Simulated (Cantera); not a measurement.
A perfectly stirred reactor is fed with NO : N₂ = 1 : 3.3 (molar parts), at 1.38 atm; it is held at 2150 K, and followed from long to short residence time.

Detailed kinetics in Cantera: GRI-Mech 3.0 (53 species, 325 reactions).

```
quantity                 before     after
---------------------  --------  --------
x(NO) at τ = 3.30 s      0.0250    0.0364
x(N₂O) at τ = 3.30 s    8.47e-7   1.26e-6
x(O₂) at τ = 3.30 s       0.103     0.192
x(N₂) at τ = 3.30 s       0.871     0.771
x(O) at τ = 3.30 s     0.000536  0.000729
x(NO) at τ = 19.0 ms      0.218     0.380
x(N₂O) at τ = 19.0 ms   2.48e-5   7.32e-5
x(O₂) at τ = 19.0 ms    0.00697    0.0201
x(N₂) at τ = 19.0 ms      0.774     0.599
x(O) at τ = 19.0 ms    0.000184  0.000286
```

**Question.** Name the change that produced these shifts.
A. NO 1 to 2.4 parts
B. pressure from 1.38 atm to 0.0158 atm
C. pressure from 1.38 atm to 0.0829 atm
D. pressure from 1.38 atm to 0.132 atm

**Answer.** A, NO 1 to 2.4 parts
